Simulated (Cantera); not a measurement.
## Stirred combustor or abatement burner

A perfectly stirred reactor is fed with 8.90 % CO, 8.36 % H2, 15.1 % O2, 56.9 % N2, 10.7 % H2O, equivalence ratio 0.57, at 0.355 atm; it is adiabatic with a 450 K inlet, and is followed from long to short residence time, starting on the burning branch (τ in s: 0.23, 0.088, 0.033, 0.013, 0.0048, 0.0018, 0.00069, 0.00026, 9.9e-05).

Computed with Cantera and GRI-Mech 3.0 (53 species, 325 reactions).

```json
[
 {"τ (s)": "0.23", "T (K)": "1771", "x CO": "0.000886", "x H2": "0.000426", "x O2": "0.0709", "x NO": "1.88e-5", "x H2O": "0.206", "x O": "0.000312"},
 {"τ (s)": "0.088", "T (K)": "1758", "x CO": "0.00162", "x H2": "0.000783", "x O2": "0.0711", "x NO": "1.38e-5", "x H2O": "0.206", "x O": "0.000576"},
 {"τ (s)": "0.033", "T (K)": "1736", "x CO": "0.00295", "x H2": "0.00144", "x O2": "0.0716", "x NO": "9.99e-6", "x H2O": "0.204", "x O": "0.00107"},
 {"τ (s)": "0.013", "T (K)": "1700", "x CO": "0.00502", "x H2": "0.00247", "x O2": "0.0725", "x NO": "7.90e-6", "x H2O": "0.202", "x O": "0.00186"},
 {"τ (s)": "0.0048", "T (K)": "1641", "x CO": "0.00847", "x H2": "0.00413", "x O2": "0.0742", "x NO": "7.25e-6", "x H2O": "0.198", "x O": "0.00317"},
 {"τ (s)": "0.0018", "T (K)": "1551", "x CO": "0.0139", "x H2": "0.00627", "x O2": "0.0773", "x NO": "6.92e-6", "x H2O": "0.193", "x O": "0.00486"},
 {"τ (s)": "0.00069", "T (K)": "1418", "x CO": "0.0245", "x H2": "0.00860", "x O2": "0.0836", "x NO": "4.94e-6", "x H2O": "0.187", "x O": "0.00618"},
 {"τ (s)": "0.00026", "T (K)": "450", "x CO": "0.0890", "x H2": "0.0836", "x O2": "0.151", "x NO": "<1e-12", "x H2O": "0.107", "x O": "<1e-12"},
 {"τ (s)": "9.9e-5", "T (K)": "450", "x CO": "0.0890", "x H2": "0.0836", "x O2": "0.151", "x NO": "<1e-12", "x H2O": "0.107", "x O": "<1e-12"}
]
```
x: mole fraction; the columns are a selection and need not sum to one.
